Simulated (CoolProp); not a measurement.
Vapour-liquid equilibrium of carbon dioxide (1) + R152A (2) at 0.83 MPa; x and y are mole fractions of (1).

Values from CoolProp's multi-fluid Helmholtz-energy mixture model, Span 1996 and Outcalt 1996; pair parameters Bell 2016.

Question: Give the bubble temperature and the first vapour's composition at x = 0.55, 0.85, 0.95. Is there an azeotrope?

Answer: x = 0.55: -28.8 °C, y = 0.942; x = 0.85: -40.6 °C, y = 0.988; x = 0.95: -43.6 °C, y = 0.996. No azeotrope shows between x = 0.05 and 0.95.

Pair parameters are fitted to limited data, so mixtures are less certain than the pure fluids.
